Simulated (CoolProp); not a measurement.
A single-stage vapour-compression cycle with trans-2-butene: evaporating at 269.15 K (dew point), condensing at 305.15 K (bubble point), superheat 2 K, subcooling 2 K, compressor efficiency 0.7, no pressure losses. Each further row changes one setting.

Model: reference Helmholtz-energy equation of state, Lemmon 2005, in CoolProp. It is a short technical equation, of lower accuracy than the large ones.

| case | cooling COP | pressure ratio | discharge temperature (K) | refrigerating effect (kJ/kg) | volumetric capacity (kJ/m³) |
|---|---|---|---|---|---|
| as stated | 4.66 | 3.47 | 321.5 | 335 | 725 |
| evaporating temperature 274.15 K | 5.61 | 2.85 | 318.9 | 342 | 887 |
| condensing temperature 300.15 K | 5.52 | 2.97 | 315.2 | 347 | 751 |
| subcooling 7 K | 4.82 | 3.47 | 321.5 | 347 | 751 |
| superheat 12 K | 4.67 | 3.47 | 331.9 | 351 | 728 |
| compressor efficiency 0.6 | 3.99 | 3.47 | 328.3 | 335 | 725 |
